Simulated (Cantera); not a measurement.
## Pyrogenic steam for wet oxidation

An isothermal, constant-pressure homogeneous reactor starts with H2 : O2 : N2 = 1.2 : 1 : 1 (molar parts), equivalence ratio 0.60, at 1248 K and 1.00 bar.

Computed with Cantera and the H2/O2 subset of GRI-Mech 3.0, which has no nitrogen chemistry. The temperature is held fixed by assumption; the heat of reaction is taken as removed at once.

```csv
t (s),x H2,x O2,x H2O,x OH,x H
8.00e-5,0.00373,0.155,0.456,0.000832,0.000119
0.000220,0.00106,0.154,0.460,0.000258,9.37e-6
0.000606,0.000284,0.154,0.461,0.000116,1.10e-6
0.00167,4.45e-5,0.154,0.461,6.59e-5,1.02e-7
0.00459,2.34e-6,0.154,0.462,4.10e-5,5.12e-9
0.0126,1.41e-7,0.154,0.462,2.53e-5,6.22e-10
0.0348,5.70e-8,0.154,0.462,1.60e-5,1.85e-10
0.0959,4.06e-8,0.154,0.462,1.19e-5,1.02e-10
0.264,3.93e-8,0.154,0.462,1.12e-5,9.33e-11
0.727,3.93e-8,0.154,0.462,1.12e-5,9.32e-11
2.00,3.93e-8,0.154,0.462,1.12e-5,9.32e-11
```
x: mole fraction; the columns are a selection and need not sum to one.

Equilibrium at this temperature and pressure: H2 3.93e-8, O2 0.154, H2O 0.462, OH 1.12e-5, H 9.32e-11 (gas phase only).
